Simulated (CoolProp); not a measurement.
Vapour-liquid equilibrium of propylene (1) + cyclohexane (2) at 287.9 K; x and y are mole fractions of (1).

Values from CoolProp's multi-fluid Helmholtz-energy mixture model, Lemmon 2013 and Zhou 2014; pair parameters Bell 2016.

Question: Give the bubble pressure and the first vapour's composition at x = 0.2, 0.35, 0.95. Is there an azeotrope?

Answer: x = 0.2: 213.1 kPa, y = 0.966; x = 0.35: 345.9 kPa, y = 0.981; x = 0.95: 835.2 kPa, y = 0.999. No azeotrope shows between x = 0.05 and 0.95.

Pair parameters are fitted to limited data, so mixtures are less certain than the pure fluids. The gap from Raoult's law changes sign with composition, which may be real or a fault of the pair parameters; it wasn't checked against measurements.
